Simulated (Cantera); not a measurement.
Charge: 1 mol MgO, 1.2 mol I₂, 2.7 mol HI, equilibrated at 1.00 bar.

These are equilibrium values from Cantera (NASA tables, ideal gas, pure condensed phases), not measurements of a reactor. Candidate condensed phases: H₂O, I₂, Mg, MgI₂, MgO, Mg(OH)₂; 20 gas species. Kinetics and transport are ignored.

Question: Which condensed phases are stable at each of these points (T (K)): 798, 848, 898, 948, 998, 1048, 1098, 1148?

Answer: 
```
T (K)  condensed phases  Mg condensed (%)
-----  ----------------  ----------------
798    MgI₂(s) + MgO(s)             100.0
848    MgI₂(s) + MgO(s)              99.8
898              MgO(s)              99.4
948              MgO(s)              99.0
998              MgO(s)              98.5
1048             MgO(s)              97.8
1098             MgO(s)              96.9
1148             MgO(s)              95.8
```

From 798 K to 848 K the condensed part is MgI₂(s) + MgO(s). From 898 K to 1148 K the condensed part is MgO(s).
